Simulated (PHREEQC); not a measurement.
A solution holds 0.02 mol AgF, 0.00095 mol HNO3 and 0.046 mol Na2SO4 per kg of water, at 6.6 °C. Closed to the air; pH follows from the charge balance.

Computed with PHREEQC (ion-association model, wateq4f.dat).

```json
{
 "pH": "4.27",
 "ionic_strength": "0.140 mol/kgw",
 "total_alkalinity": "-0.950 meq/kg"
}
```

```
species  molality  activity   log γ
-------  --------  --------  ------
Na+        0.0866    0.0666  -0.114
SO4-2      0.0376    0.0129  -0.467
F-         0.0181    0.0134  -0.130
Ag+        0.0161    0.0124  -0.114
NaSO4-    0.00490   0.00379  -0.112
AgSO4-    0.00341   0.00262  -0.114
NO3-     0.000946  0.000692  -0.136
HF       0.000770  0.000795   0.014
AgF      0.000504  0.000521   0.014
NaF      0.000498  0.000515   0.014
H+        6.65e-5   5.42e-5  -0.088
HSO4-     6.17e-5   4.68e-5  -0.120
HF2-      4.59e-5   3.40e-5  -0.130
AgNO3     4.25e-6   4.39e-6   0.014
H2F2      3.01e-6   3.11e-6   0.014
```

Precipitation was switched off in this run. Complexes and solids missing from the database can't appear. At this temperature some constants are extrapolated from 25 °C, and those without enthalpy data are left unchanged.
